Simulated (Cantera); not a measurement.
Charge: 1 mol Si, 1.5 mol Cl2, 16 mol H2, equilibrated at 1773 K and 1.10 bar.

Cantera equilibrium calculation (NASA polynomials, part measured and part estimated; ideal gas, pure solids and liquids). Candidate condensed phases: Si; 19 gas species. The tables' values for SiCl3, SiCl are old estimates; treat these amounts as uncertain. Gases not in the tables: Si2H6 and higher silanes. Rates play no part.

Base state: H2 0.868, HCl 0.0954, SiCl2 0.0337, SiCl3 0.00206, SiHCl3 0.000457, H 0.000253, SiCl4 0.000215, SiH2Cl2 0.000175 (mole fractions); condensed: Si(l).

What changes in the equilibrium state with this change: temperature from 1773 K to 925 K?


```
species       before    after
----------  --------  -------
H2             0.868    0.945
SiCl4       0.000215   0.0265
SiHCl3      0.000457   0.0220
HCl           0.0954  0.00414
SiCl2         0.0337  2.61e-5
H           0.000253    <1e-9
SiH2         2.14e-5    <1e-9
Cl           2.14e-5    <1e-9
Si(l), mol     0.359        0
Si(s), mol         0    0.160
```
The tables' values for SiCl3 are old estimates; treat these amounts as uncertain.

What changes in the equilibrium state with this change: Si replaced by SiCl4?


```
species       before    after
----------  --------  -------
H2             0.868    0.703
HCl           0.0954    0.245
SiCl2         0.0337   0.0408
SiCl4       0.000215  0.00212
SiH2         2.14e-5  2.57e-6
Si(l), mol     0.359        0
```
The tables' values for SiCl3 are old estimates; treat these amounts as uncertain.

What changes in the equilibrium state with this change: temperature from 1773 K to 1573.15 K?


```tsv
species	before	after
H2	0.868	0.876
HCl	0.0954	0.0863
SiCl2	0.0337	0.0288
SiCl	2.12e-5	1.95e-6
SiCl4	0.000215	0.00179
Cl	2.14e-5	2.85e-6
H	0.000253	3.63e-5
Si(l), mol	0.359	0
Si(s), mol	0	0.340
```
The tables' values for SiCl3 are old estimates; treat these amounts as uncertain.
